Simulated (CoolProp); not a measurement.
A simple Rankine cycle with R236EA: condensing at 303.15 K, boiler at 2.83 MPa, turbine inlet 411 K, turbine efficiency 0.85, pump efficiency 0.7, no recuperator. Each further row changes one setting.

Model: reference Helmholtz-energy equation of state, Rui 2013, in CoolProp.

```
case                             thermal efficiency (%)  net work (kJ/kg)  heat in (kJ/kg)  turbine exit temperature (K)  volume ratio over the turbine
-------------------------------  ----------------------  ----------------  ---------------  ----------------------------  -----------------------------
as stated                                          14.4              31.7              220                         341.0                           15.3
condensing temperature 295.15 K                    15.6              35.7              230                         335.7                           20.1
boiler pressure 1.98 MPa                           13.0              30.8              236                         359.2                           8.95
turbine efficiency 0.75                            12.6              27.7              220                         345.3                           15.5
```
